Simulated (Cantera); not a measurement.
What does this Cantera script print?

```python
import numpy as np
import cantera as ct

gas_names = """
    H H2 N NH NH2 NH3 N2 N2H2 N2H4 Si SiH SiH2 SiH3 SiH4 SiN Si2 Si2N Si3
""".split()
cond_names = """
    Si(cr) Si(L) Si3N4(a)
""".split()


# ... load() reads the species with a 1 bar reference pressure and builds the phases ...
atoms = {
    'trisilylamine': {'Si': 3, 'N': 1, 'H': 9},
    'NH3': {'N': 1, 'H': 3},
    'N2': {'N': 2},
}
top_T = {'Si3N4(a)': 2400}  # K; cautious upper limits of use, not melting points


# ... equilibrate(T, P, feed) seeds the gas with the atoms and calls Mixture.equilibrate('TP', solver="vcs", rtol=1e-11, max_steps=5000) ...
results = []
feed = {'trisilylamine': 1, 'NH3': 0.28, 'N2': 2.3}  # mol
P = 133.322  # Pa
for T in [1623, 1698, 1773, 1848, 1923, 1998, 2073, 2148]:
    mix = equilibrate(T, P, feed)
    results.append((T, P, feed, dict(zip(mix.species_names, mix.species_moles))))
    x = sorted(zip(gas.X, gas.species_names), reverse=True)
    print(f"T = {T:g} K  P = {P:g} Pa  gas = {mix.phase_moles(0):.4g} mol")
    print("   x: " + "  ".join(f"{s} {v:.3e}" for v, s in x if v > 0.001))
    print("   condensed (mol): " + ("  ".join(f"{mix.phase(i).name} {mix.phase_moles(i):.4g}"
          for i in range(1, mix.n_phases) if mix.phase_moles(i) > 1e-12) or "none"))
```

Output:

```
T = 1623 K  P = 133.322 Pa  gas = 7.371 mol
   x: H2 6.667e-01  N2 3.316e-01  H 1.546e-03
   condensed (mol): Si(cr) 2.255  Si3N4(a) 0.2479
T = 1698 K  P = 133.322 Pa  gas = 7.876 mol
   x: H2 6.231e-01  N2 3.733e-01  H 3.126e-03
   condensed (mol): Si(L) 2.996
T = 1773 K  P = 133.322 Pa  gas = 7.897 mol
   x: H2 6.199e-01  N2 3.723e-01  H 6.134e-03  Si 1.598e-03
   condensed (mol): Si(L) 2.986
T = 1848 K  P = 133.322 Pa  gas = 7.944 mol
   x: H2 6.136e-01  N2 3.700e-01  H 1.137e-02  Si 4.705e-03
   condensed (mol): Si(L) 2.959
T = 1923 K  P = 133.322 Pa  gas = 8.046 mol
   x: H2 6.013e-01  N2 3.653e-01  H 2.001e-02  Si 1.272e-02
   condensed (mol): Si(L) 2.89
T = 1998 K  P = 133.322 Pa  gas = 8.269 mol
   x: H2 5.779e-01  N2 3.553e-01  H 3.340e-02  Si 3.190e-02
   condensed (mol): Si(L) 2.718
T = 2073 K  P = 133.322 Pa  gas = 8.764 mol
   x: H2 5.344e-01  N2 3.351e-01  Si 7.476e-02  H 5.265e-02  SiH 1.148e-03
   condensed (mol): Si(L) 2.302
T = 2148 K  P = 133.322 Pa  gas = 9.925 mol
   x: H2 4.561e-01  N2 2.956e-01  Si 1.650e-01  H 7.709e-02  Si2 2.379e-03  SiH 1.997e-03
   condensed (mol): Si(L) 1.26
```

Equilibrium computed with Cantera from the NASA thermochemical tables; the gas is ideal and each condensed phase is pure. The feed counts by its element totals alone. Mutual solubility and eutectic melting of coexisting phases are not modelled. The tables' values for SiN are old estimates; treat these amounts as uncertain. Gases not in the tables: Si2H6 and higher silanes.
